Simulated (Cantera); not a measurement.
What does this Cantera script print?

```python
import numpy as np
import cantera as ct

gas_names = """
    CL CLO CL2 Fe FeCL FeCL2 FeCL3 FeO Fe(OH)2 Fe2CL4 Fe2CL6 H HCL HOCL HO2 H2 H2O H2O2 O OH O2 O3
""".split()
cond_names = """
    Fe(a) Fe(c) Fe(d) Fe(L) FeCL2(s) FeCL2(L) FeCL3(s) FeCL3(L) FeO(s) FeO(L) Fe(OH)2(s) Fe(OH)3(s)
    Fe2O3(s) Fe3O4(s) H2O(s) H2O(L)
""".split()


# ... load() reads the species with a 1 bar reference pressure and builds the phases ...
atoms = {
    'FeCl2': {'Fe': 1, 'CL': 2},
    'H2': {'H': 2},
    'H2O': {'H': 2, 'O': 1},
}
top_T = {'Fe2O3(s)': 1830, 'Fe3O4(s)': 1870}  # K; cautious upper limits of use, not melting points


# ... equilibrate(T, P, feed) seeds the gas with the atoms and calls Mixture.equilibrate('TP', solver="vcs", rtol=1e-11, max_steps=5000) ...
results = []
feed = {'FeCl2': 1, 'H2': 37, 'H2O': 1.1}  # mol
T = 1375  # K
P = 10000  # Pa
mix = equilibrate(T, P, feed)
results.append((T, P, feed, dict(zip(mix.species_names, mix.species_moles))))
x = sorted(zip(gas.X, gas.species_names), reverse=True)
print(f"T = {T:g} K  P = {P:g} Pa  gas = {mix.phase_moles(0):.4g} mol")
print("   x: " + "  ".join(f"{s} {v:.3e}" for v, s in x if v > 1e-06))
print("   condensed (mol): " + ("  ".join(f"{mix.phase(i).name} {mix.phase_moles(i):.4g}"
      for i in range(1, mix.n_phases) if mix.phase_moles(i) > 1e-12) or "none"))
```

It prints:

```
T = 1375 K  P = 10000 Pa  gas = 39.1 mol
   x: H2 9.222e-01  HCL 4.820e-02  H2O 2.813e-02  FeCL2 1.476e-03  H 1.041e-05
   condensed (mol): Fe(c) 0.9423
```

These are equilibrium values from Cantera (NASA tables, ideal gas, pure condensed phases), not measurements of a reactor.
